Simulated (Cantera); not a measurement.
A perfectly stirred reactor is fed with H2 : O2 : N2 = 1.8 : 1 : 16 (molar parts), equivalence ratio 0.90, at 0.109 atm; it is held at 1123 K, and followed from long to short residence time.

Model: the H2/O2 subset of GRI-Mech 3.0, which has no nitrogen chemistry, integrated in Cantera. The temperature is held fixed by assumption; the heat of reaction is taken as removed at once.

**Question.** What does this change do: N2 16 to 26 parts?

**Answer.** 
| quantity | before | after |
|---|---|---|
| x(H2) at τ = 8.70 s | 0.000354 | 0.000332 |
| x(O2) at τ = 8.70 s | 0.00573 | 0.00373 |
| x(HO2) at τ = 8.70 s | 4.71e-7 | 2.72e-7 |
| x(H2O) at τ = 8.70 s | 0.100 | 0.0641 |
| x(O) at τ = 8.70 s | 3.20e-5 | 3.16e-5 |
| x(H2) at τ = 0.130 s | 0.00381 | 0.00313 |
| x(O2) at τ = 0.130 s | 0.00785 | 0.00557 |
| x(HO2) at τ = 0.130 s | 8.36e-7 | 4.83e-7 |
| x(H2O) at τ = 0.130 s | 0.0946 | 0.0595 |
| x(O) at τ = 0.130 s | 0.000468 | 0.000439 |

**Question.** What does this change do: pressure from 0.109 atm to 0.326 atm?

**Answer.** 
```csv
quantity,before,after
x(H2) at τ = 8.70 s,0.000354,0.000117
x(O2) at τ = 8.70 s,0.00573,0.00563
x(HO2) at τ = 8.70 s,4.71e-7,8.04e-7
x(H2O) at τ = 8.70 s,0.100,0.100
x(O) at τ = 8.70 s,3.20e-5,6.83e-6
x(H2) at τ = 0.130 s,0.00381,0.00161
x(O2) at τ = 0.130 s,0.00785,0.00639
x(HO2) at τ = 0.130 s,8.36e-7,1.94e-6
x(H2O) at τ = 0.130 s,0.0946,0.0985
x(O) at τ = 0.130 s,0.000468,0.000116
```
